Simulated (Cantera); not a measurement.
An isothermal, constant-pressure homogeneous reactor starts with CH₄ : O₂ : N₂ = 0.0033 : 0.006 : 1 (molar parts), at 1200 K and 1800000 Pa.

Computed with Cantera and GRI-Mech 3.0 (53 species, 325 reactions). The pressure lies above the range GRI-Mech 3.0 was tuned for (to about 10 atm).

x: mole fraction; the columns are a selection and need not sum to one.

```tsv
t (s)	x CH₄	x O₂	x H	x NO	x CH₂	x H₂	x C₂H₂
7.00e-5	0.00327	0.00594	2.55e-12	<1e-12	<1e-12	5.55e-11	<1e-12
0.000234	0.00327	0.00594	5.09e-12	<1e-12	<1e-12	3.07e-10	<1e-12
0.000780	0.00327	0.00594	1.31e-11	<1e-12	<1e-12	2.31e-9	<1e-12
0.00260	0.00327	0.00594	3.75e-11	<1e-12	<1e-12	2.12e-8	<1e-12
0.00868	0.00327	0.00594	7.24e-11	<1e-12	<1e-12	1.64e-7	<1e-12
0.0290	0.00326	0.00594	1.89e-10	<1e-12	<1e-12	1.18e-6	3.83e-11
0.0967	0.00315	0.00586	2.36e-9	<1e-12	1.24e-12	2.47e-5	9.73e-9
0.323	5.28e-7	1.22e-5	2.13e-7	___	<1e-12	0.000210	3.78e-9
1.08	4.33e-7	1.42e-7	1.74e-8	___	<1e-12	0.000380	4.93e-9
3.59	4.32e-7	2.58e-8	3.28e-9	___	<1e-12	0.000427	5.01e-9
12.0	4.32e-7	5.37e-9	1.39e-9	___	<1e-12	0.000463	4.96e-9
40.0	4.31e-7	2.48e-10	1.09e-9	___	<1e-12	0.000518	4.83e-9
```

Some entries are withheld; supply them.


- 0.323, x NO: 1.03e-8
- 1.08, x NO: 8.27e-9
- 3.59, x NO: 6.07e-9
- 12.0, x NO: 4.42e-9
- 40.0, x NO: 2.29e-9
